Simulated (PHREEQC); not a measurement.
A solution holds 0.29 mol/kgw HF, 0.083 mol/kgw (CH3)4NF and 0.0016 mol/kgw HCl, at 65 °C. Closed to the air; pH follows from the charge balance.

Model: ion-association model, wateq4f.dat, run in PHREEQC.

Precipitation was switched off in this run.

### Question
What pH, ionic strength, activity of water does the model give?

### Answer
pH 2.72; ionic strength 0.0853 mol/kgw; activity of water 0.993.

### Question
In which forms is F present?

### Answer
HF 54 %, HF2- 21 %, H2F2 12 %, F- 12 % of the F.

Species that the database lacks are ignored. (CH3)4N+ isn't in the database: it is added as a free cation with an ion size of 4 Å. wateq4f.dat counts part of the HF as a dimer, H2F2, which phreeqc.dat doesn't know; its constant is uncertain. Constants without temperature data keep their 25 °C values here.
